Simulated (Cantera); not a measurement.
Mixture: CH4 : O2 : N2 = 1 : 4.76 : 17.9 (molar parts), equivalence ratio 0.42, at 19500 Torr, adiabatic and at constant pressure. Ignition delay is the time to a rise of 400 K.

Cantera simulation using GRI-Mech 3.0 (53 species, 325 reactions); the numbers are that mechanism's predictions, not measurements. The pressure lies above the range GRI-Mech 3.0 was tuned for (to about 10 atm).

Problem. Predict: delay at 1025 K; delay at 1225 K; delay at 1425 K; delay at 1625 K; delay at 1825 K; apparent activation energy between 1725 and 1925 K.

Solution. 
| Item | Result |
|---|---|
| delay at 1025 K | 18.2 ms |
| delay at 1225 K | 0.988 ms |
| delay at 1425 K | 0.122 ms |
| delay at 1625 K | 23.4 µs |
| delay at 1825 K | 6.11 µs |
| apparent activation energy between 1725 and 1925 K | 170 kJ/mol |
